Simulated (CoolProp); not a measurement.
A simple Rankine cycle with R141b: condensing at 312.15 K, boiler at 0.654 MPa, turbine inlet 373.6 K, turbine efficiency 0.85, pump efficiency 0.8, no recuperator. Each further row changes one setting.

Computed with CoolProp (reference Helmholtz-energy equation of state, Lemmon 2006). It is a short technical equation, of lower accuracy than the large ones.

| case | thermal efficiency (%) | net work (kJ/kg) | heat in (kJ/kg) | turbine exit temperature (K) | volume ratio over the turbine |
|---|---|---|---|---|---|
| as stated | 11.8 | 30.7 | 260 | 324.8 | 4.90 |
| turbine inlet 393.6 K | 11.8 | 33.1 | 280 | 345.3 | 4.85 |
| condensing temperature 304.15 K | 13.2 | 35.6 | 270 | 317.6 | 6.36 |
| boiler pressure 0.458 MPa | 9.5 | 25.1 | 265 | 336.8 | 3.40 |
| turbine efficiency 0.75 | 10.4 | 27.0 | 260 | 329.2 | 4.98 |
